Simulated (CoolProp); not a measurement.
A single-stage vapour-compression cycle with R113: evaporating at 306.15 K (dew point), condensing at 371.15 K (bubble point), superheat 2 K, subcooling 2 K, compressor efficiency 0.65, no pressure losses. Each further row changes one setting.

Model: reference Helmholtz-energy equation of state, Marx 1992, in CoolProp.

```tsv
case	cooling COP	pressure ratio	discharge temperature (K)	refrigerating effect (kJ/kg)	volumetric capacity (kJ/m³)
as stated	___	6.85	373.1	89.7	410
evaporating temperature 311.15 K	2.54	5.71	372.5	92.8	503
condensing temperature 366.15 K	2.52	6.07	368.8	94.7	433
subcooling 7 K	2.36	6.85	373.1	___	433
superheat 12 K	___	6.85	384.3	96.4	426
compressor efficiency 0.55	1.89	6.85	382.5	89.7	410
```

Fill in the missing entries.


- as stated, cooling COP: 2.24
- subcooling 7 K, refrigerating effect (kJ/kg): 94.6
- superheat 12 K, cooling COP: 2.30
